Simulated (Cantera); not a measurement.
A freely propagating, adiabatic, planar premixed flame of CH₄ : C₂H₆ : O₂ : N₂ : H₂O = 1 : 0.29 : 3.01 : 11.3 : 4.4 (molar parts), equivalence ratio 1.0, unburnt at 475 K and 0.133 bar; mixture-averaged transport, grid criteria slope 0.08 and curve 0.16, no radiation.

Computed with Cantera and GRI-Mech 3.0 (53 species, 325 reactions). Burning velocities carry a grid error of a few per cent, more on coarse grids.

x: mole fraction of selected species; z is measured from the peak of heat release.

| z (mm) | T (K) | u (m/s) | x CH₄ | x C₂H₆ | x O₂ | x NO | x HO₂ | x HCO |
|---|---|---|---|---|---|---|---|---|
| -10.4 | 475 | 0.636 | 0.0499 | 0.0145 | 0.150 | <1e-8 | 5.10e-8 | <1e-8 |
| -6.95 | 476 | 0.638 | 0.0498 | 0.0145 | 0.150 | <1e-8 | 6.38e-7 | <1e-8 |
| -5.22 | 481 | 0.646 | 0.0495 | 0.0144 | 0.149 | <1e-8 | 3.26e-6 | <1e-8 |
| -3.48 | 520 | 0.702 | 0.0478 | 0.0142 | 0.146 | 2.30e-8 | 2.74e-5 | <1e-8 |
| -1.74 | 820 | 1.12 | 0.0368 | 0.0110 | 0.123 | 3.72e-7 | 7.68e-5 | 1.49e-7 |
| -0.869 | 1160 | 1.61 | 0.0227 | 0.00534 | 0.0915 | 9.48e-7 | 8.13e-5 | 5.09e-6 |
| 0 | 1484 | 2.08 | 0.00622 | 0.000338 | 0.0518 | 2.00e-6 | 5.42e-5 | 2.90e-5 |
| 0.869 | 1608 | 2.25 | [?] | [?] | [?] | [?] | [?] | [?] |
| 1.74 | 1640 | 2.28 | 1.49e-5 | <1e-8 | 0.0212 | 4.14e-6 | 2.57e-6 | 3.50e-7 |
| 3.48 | 1674 | 2.32 | 2.34e-8 | <1e-8 | 0.0174 | 4.81e-6 | 1.99e-6 | 1.05e-8 |
| 6.95 | 1716 | 2.37 | <1e-8 | <1e-8 | 0.0153 | 5.38e-6 | 1.62e-6 | <1e-8 |
| 13.9 | 1768 | 2.43 | <1e-8 | <1e-8 | [?] | [?] | [?] | <1e-8 |
| 27.8 | 1823 | 2.50 | <1e-8 | <1e-8 | 0.0106 | 7.17e-6 | 8.66e-7 | <1e-8 |

Q: Some entries are withheld; supply them.

A: 
- 0.869, x CH₄: 0.000449
- 0.869, x C₂H₆: 7.45e-7
- 0.869, x O₂: 0.0287
- 0.869, x NO: 3.34e-6
- 0.869, x HO₂: 6.80e-6
- 0.869, x HCO: 7.70e-6
- 13.9, x O₂: 0.0131
- 13.9, x NO: 6.12e-6
- 13.9, x HO₂: 1.24e-6
